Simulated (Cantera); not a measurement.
A closed system holds: 1 mol (CH₃)₂SiCl₂, 40 mol H₂, equilibrated at 1175 K and 250 Pa.

Equilibrium computed with Cantera from the NASA thermochemical tables; the gas is ideal and each condensed phase is pure. Candidate condensed phases: C, C₆H₆, C₇H₈, C₈H₁₈, Si, SiC; 109 gas species. The feed counts by its element totals alone. Rates play no part.

Base state: H₂ 0.955, HCl 0.0454, CH₄ 4.36e-5 (mole fractions); condensed: C(graphite) + SiC(s).

Question: What changes in the equilibrium state with this change: (CH₃)₂SiCl₂ replaced by CH₃SiH₃?

Answer: 
| species | before | after |
|---|---|---|
| H₂ | 0.955 | 1.000 |
| CH₄ | 4.36e-5 | 6.91e-8 |
| HCl | 0.0454 | 0 |
| C(graphite), mol | 0.998 | 0 |
| SiC(s), mol | 1.000 | 1.000 |
